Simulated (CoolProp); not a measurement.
The fluid at 243.87 K and 0.156 MPa (liquid) is heated at constant pressure to 415.8 K. The same conditions are run with several fluids, on thermodynamics alone (safety and materials aside).

Computed with CoolProp (reference Helmholtz-energy equation of state of each fluid (toluene: Lemmon 2006; octamethyltrisiloxane (MDM): Thol 2017; n-heptane: Span 2003; n-hexane: Thol 2019; R134a: Tillner-Roth 1994)).

```tsv
fluid	heat (kJ/kg)	final phase	final density (kg/m³)
toluene	654	gas	?
octamethyltrisiloxane (MDM)	?	liquid	688
n-heptane	?	gas	4.78
n-hexane	707	gas	4.04
R134a	?	gas	4.65
```

**Question.** What belongs in the gaps?

**Answer.** 
- toluene, final density (kg/m³): 4.36
- octamethyltrisiloxane (MDM), heat (kJ/kg): 321
- n-heptane, heat (kJ/kg): 700
- R134a, heat (kJ/kg): 373
